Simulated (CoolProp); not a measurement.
R123 at 311.71 K and 0.353 MPa flows at 0.54 m/s in a round tube of 25 mm bore and 1.5 µm roughness, fully developed (64/Re and Nu = 3.66 if laminar; Colebrook and Gnielinski if turbulent). Each further row changes one setting.

Model: reference Helmholtz-energy equation of state, Younglove 1994, in CoolProp. It is a modified Benedict-Webb-Rubin equation, recast in Helmholtz form.

| case | Reynolds number | Darcy friction factor | pressure drop (Pa/m) | heat-transfer coefficient (W/(m² K)) | mass flow (kg/h) |
|---|---|---|---|---|---|
| as stated | 53700 | 0.0208 | 173 | 897 | 1360 |
| velocity 1.08 m/s | 107000 | 0.0181 | 602 | 1640 | 2730 |
| diameter 50 mm | 107000 | 0.0179 | 74.6 | 812 | 5460 |

Viscosity comes from a separate model (Tanaka 1996). Thermal conductivity comes from a separate model (Laesecke 1996).
